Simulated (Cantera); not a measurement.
# Thermodynamics of silicon etching in halogen gases, feed Si + Cl2 + N2

A closed system holds: 1 mol Si, 4.2 mol Cl2, 0.2 mol N2, equilibrated at 900 K and 0.0133 bar.

These are equilibrium values from Cantera (NASA tables, ideal gas, pure condensed phases), not measurements of a reactor. Candidate condensed phases: Si, Si3N4; 13 gas species. The numbers say what is thermodynamically allowed, not how fast it happens.

The x(Cl2) comes out as 0.647. The x(SiCl4) is 0.294. The x(N2) is 0.0588 and the x(Cl) is 0.000515. The gas amount is 3.401 mol and the log10 activity of Si(s) (absent) comes out as -29.83.
